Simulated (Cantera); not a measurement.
## Thermodynamics of thermal oxidation and active oxidation of silicon, feed Si + H2O + H2

A closed system holds: 1 mol Si, 0.0024 mol H2O, 66 mol H2, equilibrated at 1377 °C and 3.80e-5 bar.

These are equilibrium values from Cantera (NASA tables, ideal gas, pure condensed phases), not measurements of a reactor. Candidate condensed phases: H2O, Si, SiO2; 18 gas species. Rates play no part.

The x(H2) comes out as 0.978 and the x(H) is 0.0146. The x(Si) is 0.00705, the x(SiH) is 7.85e-5 and the x(SiO) is 3.58e-5. The x(Si2) is 2.38e-5 and the x(SiH2) is 8.47e-6. The x(Si3) is 5.66e-6, the n(Si(s)) comes out as 0.515 mol and the gas amount comes out as 66.97 mol.
